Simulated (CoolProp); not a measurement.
Vapour-liquid equilibrium of propane (1) + R152A (2) at 299.7 K; x and y are mole fractions of (1).

Values from CoolProp's multi-fluid Helmholtz-energy mixture model, Lemmon 2009 and Outcalt 1996; pair parameters Bell 2016.

```tsv
x	bubble pressure, mixture model (bar)	bubble pressure, Raoult's law (bar)	y, mixture model	y, Raoult's law
0.05	7.171	6.426	0.152	0.077
0.15	8.601	6.792	0.335	0.219
0.25	9.584	7.158	0.443	0.346
0.35	10.25	7.523	0.516	0.461
0.45	10.69	7.889	0.573	0.565
0.55	10.97	8.255	0.623	0.660
0.65	11.12	8.621	0.674	0.747
0.75	11.12	8.987	0.732	0.826
0.85	10.92	9.353	0.807	0.900
0.95	10.37	9.719	0.919	0.968
```

The largest gap from Raoult's law is +36.2 % in bubble pressure, at x = 0.35. y crosses x between x = 0.65 and 0.75: the model has an azeotrope there.

Pair parameters are fitted to limited data, so mixtures are less certain than the pure fluids.
